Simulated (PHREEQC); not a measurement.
0.01 mol of Fluorite (CaF2) is brought to equilibrium with 1 kg of water holding 3 mmol/kgw NaCl, at 25 °C, the pH being set by adding NaOH or HCl. O2 is buffered at 0.21 atm. CO2 from the air is kept out. Solids allowed: Fluorite. Others were left out.

The numbers come from PHREEQC with the ion-association model, phreeqc.dat.

Q: Predict dissolved Ca (mol/kgw), dissolved F (mol/kgw), HF (mol/kgw) at pH = 3, 12.17.

A: 
```csv
pH,dissolved Ca (mol/kgw),dissolved F (mol/kgw),HF (mol/kgw)
3,0.000384,0.000769,0.000445
12.17,0.000258,0.000516,4.46e-13
```
